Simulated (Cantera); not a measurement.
Feed: 1 mol SiF4, a varied amount of NH3, 18 mol H2, equilibrated at 1248.15 K and 0.230 bar.

Equilibrium computed with Cantera from the NASA thermochemical tables; the gas is ideal and each condensed phase is pure. Candidate condensed phases: Si, Si3N4; 37 gas species. The tables' values for SiF3 are old estimates; treat these amounts as uncertain. Rates play no part.

log p: log10 of the partial pressure in bar; n: condensed amount in mol.

```json
[
 {"n(NH3) (mol)": "0.75", "log p H2": "-0.67", "log p N2": "-2.38", "log p SiF4": "-1.97", "log p HF": "-3.40", "log p SiHF3": "-3.49", "log p SiF3": "-4.15", "n Si3N4(s)": "0"},
 {"n(NH3) (mol)": "0.96", "log p H2": "-0.67", "log p N2": "?", "log p SiF4": "-1.97", "log p HF": "-3.39", "log p SiHF3": "-3.51", "log p SiF3": "-4.17", "n Si3N4(s)": "?"},
 {"n(NH3) (mol)": "1.2", "log p H2": "-0.67", "log p N2": "?", "log p SiF4": "-1.98", "log p HF": "-3.38", "log p SiHF3": "-3.54", "log p SiF3": "-4.20", "n Si3N4(s)": "?"},
 {"n(NH3) (mol)": "1.6", "log p H2": "-0.68", "log p N2": "-2.08", "log p SiF4": "-2.00", "log p HF": "-3.36", "log p SiHF3": "-3.57", "log p SiF3": "-4.23", "n Si3N4(s)": "0.000779"},
 {"n(NH3) (mol)": "2", "log p H2": "-0.68", "log p N2": "-2.00", "log p SiF4": "-2.02", "log p HF": "-3.35", "log p SiHF3": "-3.60", "log p SiF3": "-4.25", "n Si3N4(s)": "0.00104"},
 {"n(NH3) (mol)": "2.6", "log p H2": "-0.68", "log p N2": "-1.91", "log p SiF4": "-2.04", "log p HF": "-3.35", "log p SiHF3": "-3.63", "log p SiF3": "-4.28", "n Si3N4(s)": "0.00138"},
 {"n(NH3) (mol)": "3.3", "log p H2": "-0.69", "log p N2": "-1.83", "log p SiF4": "-2.06", "log p HF": "-3.34", "log p SiHF3": "-3.66", "log p SiF3": "-4.31", "n Si3N4(s)": "0.00171"},
 {"n(NH3) (mol)": "4.2", "log p H2": "-0.69", "log p N2": "-1.75", "log p SiF4": "-2.09", "log p HF": "-3.34", "log p SiHF3": "-3.70", "log p SiF3": "-4.35", "n Si3N4(s)": "0.00208"},
 {"n(NH3) (mol)": "5.4", "log p H2": "-0.70", "log p N2": "-1.68", "log p SiF4": "-2.13", "log p HF": "-3.34", "log p SiHF3": "-3.74", "log p SiF3": "-4.39", "n Si3N4(s)": "0.00251"},
 {"n(NH3) (mol)": "6.9", "log p H2": "-0.70", "log p N2": "-1.62", "log p SiF4": "-2.17", "log p HF": "-3.34", "log p SiHF3": "-3.79", "log p SiF3": "-4.43", "n Si3N4(s)": "0.00299"}
]
```

Task: Complete the blanks.

Result: 
- 1.2, log p N2: -2.19
- 1.2, n Si3N4(s): 0.000457
- 0.96, log p N2: -2.28
- 0.96, n Si3N4(s): 0.000218
